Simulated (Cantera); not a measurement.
A closed system holds: 1 mol Fe₂O₃, 56 mol H₂, 1.8 mol N₂, held at 1850 °C and 10.0 Torr.

Equilibrium computed with Cantera from the NASA thermochemical tables; the gas is ideal and each condensed phase is pure. Candidate condensed phases: Fe, FeO, Fe(OH)₂, Fe(OH)₃, Fe₂O₃, Fe₃O₄, H₂O; 27 gas species. Rates play no part.

Base state: H₂ 0.859, H₂O 0.0492, Fe 0.0329, N₂ 0.0297, H 0.0288, OH 0.000204, FeO 4.96e-5 (mole fractions); condensed: gas only.

Problem. What changes in the equilibrium state with this change: temperature from 1850 °C to 777 °C?

Solution. 
```csv
species,before,after
H₂,0.859,0.917
H₂O,0.0492,0.0519
N₂,0.0297,0.0311
Fe,0.0329,<1e-9
H,0.0288,6.73e-8
OH,0.000204,<1e-9
FeO,4.96e-5,<1e-9
"Fe(α), mol",0,2.00
```

Problem. What changes in the equilibrium state with this change: Fe₂O₃ replaced by FeS?

Solution. 
| species | before | after |
|---|---|---|
| H₂ | 0.859 | 0.910 |
| N₂ | 0.0297 | 0.0299 |
| H | 0.0288 | 0.0297 |
| H₂O | 0.0492 | 0 |
| Fe | 0.0329 | 0.0166 |
| SH | 0 | 0.00485 |
| S | 0 | 0.00324 |
| S₂ | 0 | 0.00302 |
| H₂S | 0 | 0.00249 |
| OH | 0.000204 | 0 |
Further candidate phases: FeS, FeS₂, S.

Problem. What changes in the equilibrium state with this change: temperature from 1850 °C to 1775 °C?

Solution. 
| species | before | after |
|---|---|---|
| H₂ | 0.859 | 0.869 |
| H₂O | 0.0492 | 0.0495 |
| Fe | 0.0329 | 0.0331 |
| H | 0.0288 | 0.0181 |
| N₂ | 0.0297 | 0.0298 |
| OH | 0.000204 | 0.000112 |
| FeO | 4.96e-5 | 4.21e-5 |
